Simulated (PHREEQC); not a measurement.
## Hard or scaling water: an equilibrium model

A solution holds 7.7 mmol/kgw CaSO4, 0.066 mmol/kgw Na2SO4 and 0.0022 mmol/kgw H4SiO4, at 85 °C. Closed to the air; pH follows from the charge balance.

The numbers come from PHREEQC with the ion-association model, wateq4f.dat.

Each row changes one thing in this solution. Precipitation was switched off in this run.

| case | pH | ionic strength (mol/kgw) | SO4-2 (mol/kgw) | Ca+2 (mol/kgw) | CaSO4 (mol/kgw) | HSO4- (mol/kgw) | SI of Gypsum (CaSO4:2H2O) | SI of Quartz (SiO2) |
|---|---|---|---|---|---|---|---|---|
| as made | 6.44 | 0.0209 | 0.00525 | 0.00519 | 0.00251 | 5.53e-7 | -0.33 | -2.41 |
| diluted 2-fold with water | 6.39 | 0.0115 | 0.00288 | 0.00285 | 0.000997 | 3.78e-7 | -0.74 | -2.71 |
| H4SiO4 replaced by H2SiF6 at the same molality | ? | 0.0209 | 0.00524 | 0.00519 | 0.00251 | 7.30e-6 | -0.33 | -2.41 |
| diluted 100-fold with water | 6.27 | 0.000304 | 7.61e-5 | 7.55e-5 | 1.53e-6 | ? | -3.55 | -4.41 |
| CaSO4 from 0.0077 to 0.00385 mol/kgw | 6.39 | 0.0116 | 0.00291 | 0.00285 | 0.00100 | 3.81e-7 | -0.73 | -2.41 |
| Na2SO4 replaced by CuSO4 at the same molality | 5.75 | 0.0209 | 0.00523 | 0.00519 | 0.00251 | 2.69e-6 | -0.33 | -2.41 |
| Na2SO4 replaced by NaBF4 at the same molality | ? | 0.0209 | 0.00514 | 0.00521 | ? | 8.37e-5 | -0.34 | -2.41 |

Task: Complete the blanks.

Result: 
- H4SiO4 replaced by H2SiF6 at the same molality, pH: 5.32
- diluted 100-fold with water, HSO4- (mol/kgw): 1.77e-8
- Na2SO4 replaced by NaBF4 at the same molality, pH: 4.25
- Na2SO4 replaced by NaBF4 at the same molality, CaSO4 (mol/kgw): 0.00248

Complexes and solids missing from the database can't appear. Some of these states are supersaturated (in Cu(OH)2, Tenorite (slow to form), Fluorite, for instance). Constants without temperature data keep their 25 °C values here. SiF6-2 is the database's only silicon fluoride. Real BF4- forms and hydrolyses slowly; the run takes it at equilibrium.
